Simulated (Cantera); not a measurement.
**Dilute partial oxidation**

An isothermal, constant-pressure homogeneous reactor starts with 1.37 % CH₃OH, 0.715 % O₂, 97.9 % N₂, at 1175 K and 0.572 atm.

Model: GRI-Mech 3.0 (53 species, 325 reactions), integrated in Cantera. GRI-Mech 3.0 was tuned for natural gas; its chemistry of methanol as a main component is partial and can be far from experiment.

```json
[
 {"t (s)": "5.00e-6", "x CH₃OH": "0.0137", "x O₂": "0.00715", "x NO": "<1e-12", "x CO₂": "7.44e-11", "x C₂H₄": "<1e-12", "x HCN": "<1e-12", "x HO₂": "1.66e-10"},
 {"t (s)": "2.06e-5", "x CH₃OH": "0.0137", "x O₂": "0.00715", "x NO": "<1e-12", "x CO₂": "5.28e-10", "x C₂H₄": "<1e-12", "x HCN": "<1e-12", "x HO₂": "3.18e-9"},
 {"t (s)": "8.48e-5", "x CH₃OH": "0.0137", "x O₂": "0.00715", "x NO": "<1e-12", "x CO₂": "2.48e-9", "x C₂H₄": "<1e-12", "x HCN": "<1e-12", "x HO₂": "1.92e-8"},
 {"t (s)": "0.000349", "x CH₃OH": "0.0137", "x O₂": "0.00715", "x NO": "<1e-12", "x CO₂": "1.05e-8", "x C₂H₄": "<1e-12", "x HCN": "<1e-12", "x HO₂": "9.08e-8"},
 {"t (s)": "0.00144", "x CH₃OH": "0.0137", "x O₂": "0.00715", "x NO": "<1e-12", "x CO₂": "4.37e-8", "x C₂H₄": "3.77e-12", "x HCN": "<1e-12", "x HO₂": "4.30e-7"},
 {"t (s)": "0.00592", "x CH₃OH": "0.0137", "x O₂": "0.00715", "x NO": "<1e-12", "x CO₂": "1.80e-7", "x C₂H₄": "2.11e-11", "x HCN": "<1e-12", "x HO₂": "1.88e-6"},
 {"t (s)": "0.0244", "x CH₃OH": "0.0136", "x O₂": "0.00713", "x NO": "<1e-12", "x CO₂": "7.43e-7", "x C₂H₄": "6.87e-11", "x HCN": "<1e-12", "x HO₂": "8.48e-6"},
 {"t (s)": "0.100", "x CH₃OH": "8.89e-11", "x O₂": "2.14e-8", "x NO": "1.33e-8", "x CO₂": "0.00203", "x C₂H₄": "2.03e-10", "x HCN": "4.95e-9", "x HO₂": "7.76e-12"},
 {"t (s)": "0.413", "x CH₃OH": "1.89e-11", "x O₂": "5.80e-11", "x NO": "1.28e-8", "x CO₂": "0.00302", "x C₂H₄": "1.39e-10", "x HCN": "5.78e-9", "x HO₂": "<1e-12"},
 {"t (s)": "1.70", "x CH₃OH": "4.34e-12", "x O₂": "1.89e-12", "x NO": "8.19e-9", "x CO₂": "0.00332", "x C₂H₄": "1.41e-10", "x HCN": "5.78e-9", "x HO₂": "<1e-12"},
 {"t (s)": "7.00", "x CH₃OH": "1.00e-12", "x O₂": "<1e-12", "x NO": "3.91e-9", "x CO₂": "0.00351", "x C₂H₄": "1.42e-10", "x HCN": "5.77e-9", "x HO₂": "<1e-12"}
]
```
x: mole fraction; the columns are a selection and need not sum to one.

Equilibrium at this temperature and pressure: CH₃OH <1e-12, O₂ <1e-12, NO 2.22e-12, CO₂ 0.00418, C₂H₄ <1e-12, HCN 3.53e-9, HO₂ <1e-12 (gas phase only).
